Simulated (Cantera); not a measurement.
Standard-state values (1 bar) from the NASA 1993 polynomials, evaluated with Cantera. Values are per mole of reaction as written; species without (g) are pure solids or liquids, kept so even where they would boil at 1 bar.

2 HCl(g) + AlCl(g) = H₂(g) + AlCl₃

| T (K) | ΔH° (kJ) | ΔS° (J/K) | ΔG° (kJ) | log10 K | condensed phases |
|---|---|---|---|---|---|
| 300 | -469.5 | -361.6 | -361.0 | 62.86 | AlCl₃(s) |
| 375 | -467.2 | -354.9 | -334.1 | 46.54 | AlCl₃(s) |
| 400 | -466.4 | -352.7 | -325.3 | 42.48 | AlCl₃(s) |
| 425 | -465.5 | -350.5 | -316.5 | 38.90 | AlCl₃(s) |
| 450 | -464.5 | -348.3 | -307.8 | 35.73 | AlCl₃(s) |
| 475 | -428.0 | -269.9 | -299.8 | 32.97 | AlCl₃(l) |
| 500 | ___ | ___ | ___ | ___ | AlCl₃(l) |
| 525 | ___ | ___ | ___ | ___ | AlCl₃(l) |
| 550 | -423.5 | -261.1 | -279.9 | 26.58 | AlCl₃(l) |

Fill in the missing entries.


- 500, ΔH° (kJ): -426.5
- 500, ΔS° (J/K): -266.8
- 500, ΔG° (kJ): -293.1
- 500, log10 K: 30.62
- 525, ΔH° (kJ): -425.0
- 525, ΔS° (J/K): -263.9
- 525, ΔG° (kJ): -286.5
- 525, log10 K: 28.50
